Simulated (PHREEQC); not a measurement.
Solution (15 °C): 0.0018 mol HF, 0.00015 mol NH4HF2 and 0.04 mol H3PO4 per kg of water. Closed to the air; pH follows from the charge balance.

All values are PHREEQC results (ion-association model, phreeqc.dat), not measurements.

```
Item                          Result
--------------------  --------------
pH                              1.86
ionic strength        0.0155 mol/kgw
specific conductance      4230 µS/cm
total alkalinity        -42.0 meq/kg
```

```json
[
 {"species": "H3PO4", "molality": "0.0246", "activity": "0.0247", "log γ": "0.002"},
 {"species": "H2PO4-", "molality": "0.0154", "activity": "0.0137", "log γ": "-0.051"},
 {"species": "H+", "molality": "0.0154", "activity": "0.0138", "log γ": "-0.046"},
 {"species": "HF", "molality": "0.00197", "activity": "0.00198", "log γ": "0.002"},
 {"species": "NH4+", "molality": "0.000150", "activity": "0.000132", "log γ": "-0.057"},
 {"species": "F-", "molality": "0.000129", "activity": "0.000113", "log γ": "-0.055"},
 {"species": "HF2-", "molality": "8.89e-7", "activity": "7.86e-7", "log γ": "-0.053"},
 {"species": "HPO4-2", "molality": "9.35e-8", "activity": "5.79e-8", "log γ": "-0.208"}
]
```

Precipitation was switched off in this run. Complexes and solids missing from the database can't appear.
